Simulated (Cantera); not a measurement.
What does this Cantera script print?

```python
import numpy as np
import cantera as ct

gas = ct.Solution("h2o2.yaml")
gas.TPX = 1123, 700, {'H2': 0.027, 'O2': 1}
reactor = ct.IdealGasConstPressureReactor(gas, energy="off", clone=False)
net = ct.ReactorNet([reactor])
net.rtol, net.atol = 1e-08, 1e-18
show = ['H2', 'O2', 'OH', 'H2O2', 'H2O', 'O', 'HO2']
times = np.geomspace(1e-06, 3, 15)

steps = ct.SolutionArray(gas, extra=["t"])
rows = []
print(f"{'t/s':>10s}{'T/K':>9s}{'P/Pa':>11s}" + "".join(f"{s:>11s}" for s in show))
for t in times:
    while net.time < t:
        t_next = net.step()
        steps.append(gas.state, t=t_next)
    rows.append([np.interp(t, steps.t, y) for y in (steps.T, steps.P, *steps(*show).X.T)])
    print(f"{t:10.3e}{rows[-1][0]:9.1f}{rows[-1][1]:11.4g}" + "".join(f"{x:11.3e}" for x in rows[-1][2:]))
rate = np.gradient(steps.T, steps.t)
print("integrator steps:", len(steps.t))
if steps.T.max() > steps.T[0] + 200:
    print(f"time of steepest temperature rise: {steps.t[rate.argmax()]:.4e} s")
gas.TPX = 1123, 700, {'H2': 0.027, 'O2': 1}
gas.equilibrate("TP")
print(f"equilibrium (TP): T = {gas.T:.1f} K  " + "  ".join(f"{s} {gas[s].X[0]:.3e}" for s in show))
```

Output:

```
       t/s      T/K       P/Pa         H2         O2         OH       H2O2        H2O          O        HO2
 1.000e-06   1123.0        700  2.629e-02  9.737e-01  1.127e-14  7.366e-19  1.677e-17  1.128e-14  2.600e-12
 2.902e-06   1123.0        700  2.629e-02  9.737e-01  9.126e-14  6.005e-18  3.362e-16  9.146e-14  7.544e-12
 8.420e-06   1123.0        700  2.629e-02  9.737e-01  7.505e-13  5.039e-17  7.858e-15  7.550e-13  2.189e-11
 2.443e-05   1123.0        700  2.629e-02  9.737e-01  5.963e-12  4.243e-16  1.836e-13  6.066e-12  6.353e-11
 7.089e-05   1123.0        700  2.629e-02  9.737e-01  4.300e-11  3.572e-15  3.983e-12  4.520e-11  1.844e-10
 2.057e-04   1123.0        700  2.629e-02  9.737e-01  2.548e-10  3.008e-14  7.356e-11  2.932e-10  5.355e-10
 5.969e-04   1123.0        700  2.629e-02  9.737e-01  1.328e-09  2.532e-13  1.137e-09  1.834e-09  1.556e-09
 1.732e-03   1123.0        700  2.629e-02  9.737e-01  1.415e-08  2.136e-12  2.535e-08  2.264e-08  4.571e-09
 5.026e-03   1123.0        700  2.628e-02  9.737e-01  4.489e-06  2.548e-11  9.558e-06  7.336e-06  3.710e-08
 1.458e-02   1123.0        700  7.468e-04  9.532e-01  2.079e-03  4.828e-08  2.255e-02  1.750e-02  1.721e-06
 4.232e-02   1123.0        700  2.344e-04  9.551e-01  1.395e-03  2.535e-08  2.420e-02  1.657e-02  1.408e-06
 1.228e-01   1123.0        700  1.587e-04  9.613e-01  1.150e-03  2.604e-08  2.506e-02  1.096e-02  1.239e-06
 3.563e-01   1123.0        700  6.465e-05  9.685e-01  7.353e-04  2.532e-08  2.597e-02  4.371e-03  8.712e-07
 1.034e+00   1123.0        700  1.413e-05  9.722e-01  3.451e-04  1.978e-08  2.642e-02  9.514e-04  4.098e-07
 3.000e+00   1123.0        700  2.196e-06  9.731e-01  1.369e-04  1.061e-08  2.657e-02  1.489e-04  1.261e-07
integrator steps: 1258
equilibrium (TP): T = 1123.0 K  H2 7.468e-10  O2 9.734e-01  OH 2.570e-06  H2O2 2.524e-11  H2O 2.664e-02  O 5.220e-08  HO2 2.533e-09
```

Model: the H2/O2 subset of GRI-Mech 3.0, which has no nitrogen chemistry, integrated in Cantera. Radical loss at walls, strong at low pressure, is not modelled.
